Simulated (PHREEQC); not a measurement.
# Copper plating or etch bath (model solution)

Solution (25 °C): 0.022 mol/kgw Cu(BF4)2. Closed to the air; pH follows from the charge balance.

Computed with PHREEQC (ion-association model, phreeqc.dat).

No solid was allowed to form.

Task: Predict the pH, ionic strength.

Result: pH 2.77; ionic strength 0.0671 mol/kgw.

Task: In which forms is F present?

Result: BF4- 90 %, BF3OH- 4.3 %, HF 3.2 %, F- 1.6 %, BF2(OH)2- 0.7 % of the F.

Real BF4- forms and hydrolyses slowly; the run takes it at equilibrium.
